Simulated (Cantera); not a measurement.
A freely propagating, adiabatic, planar premixed flame of 14.0 % CO, 0.712 % H₂, 3.07 % CH₄, 16.5 % O₂, 65.8 % N₂, equivalence ratio 0.82, unburnt at 573 K and 1000000 Pa; multicomponent transport, grid criteria slope 0.08 and curve 0.16, no radiation.

Cantera simulation using GRI-Mech 3.0 (53 species, 325 reactions); the numbers are that mechanism's predictions, not measurements. Burning velocities carry a grid error of a few per cent, more on coarse grids.

x: mole fraction of selected species; z is measured from the peak of heat release.

| z (mm) | T (K) | u (m/s) | x CO | x H₂ | x CH₄ | x CH₃ | x CO₂ | x CH₂O |
|---|---|---|---|---|---|---|---|---|
| -0.191 | 573 | 0.585 | 0.140 | 0.00700 | 0.0307 | <1e-8 | 1.33e-6 | 6.19e-8 |
| -0.127 | 575 | 0.587 | 0.140 | 0.00680 | 0.0307 | <1e-8 | 1.92e-5 | 8.46e-7 |
| -0.0953 | 582 | 0.594 | 0.139 | 0.00655 | 0.0305 | <1e-8 | 0.000110 | 4.67e-6 |
| -0.0635 | 620 | 0.632 | 0.138 | 0.00608 | 0.0295 | 4.67e-8 | 0.000881 | 3.53e-5 |
| -0.0318 | (withheld) | 0.897 | 0.130 | 0.00526 | 0.0226 | 1.23e-5 | 0.0113 | 0.000377 |
| -0.0159 | (withheld) | 1.25 | 0.116 | 0.00474 | 0.0129 | 0.000180 | 0.0335 | 0.000639 |
| 0 | (withheld) | 1.65 | 0.0916 | 0.00371 | 0.00250 | 0.000254 | 0.0729 | 0.000272 |
| 0.0159 | 1887 | 1.85 | 0.0617 | 0.00234 | 8.40e-5 | 1.71e-5 | 0.111 | 1.75e-5 |
| 0.0318 | 2015 | 1.96 | 0.0421 | 0.00195 | 1.35e-6 | 3.86e-7 | 0.134 | 3.72e-7 |
| 0.0635 | 2149 | 2.07 | 0.0252 | 0.00154 | <1e-8 | <1e-8 | 0.154 | <1e-8 |
| 0.127 | 2250 | 2.15 | 0.0143 | 0.000932 | <1e-8 | <1e-8 | 0.167 | <1e-8 |
| 0.254 | 2308 | 2.20 | 0.00789 | 0.000523 | <1e-8 | <1e-8 | 0.174 | <1e-8 |
| 0.508 | 2331 | 2.21 | 0.00512 | 0.000355 | <1e-8 | <1e-8 | 0.177 | <1e-8 |

Q: Some entries are withheld; supply them.

A: 
- -0.0318, T (K): 881
- -0.0159, T (K): 1236
- 0, T (K): 1648
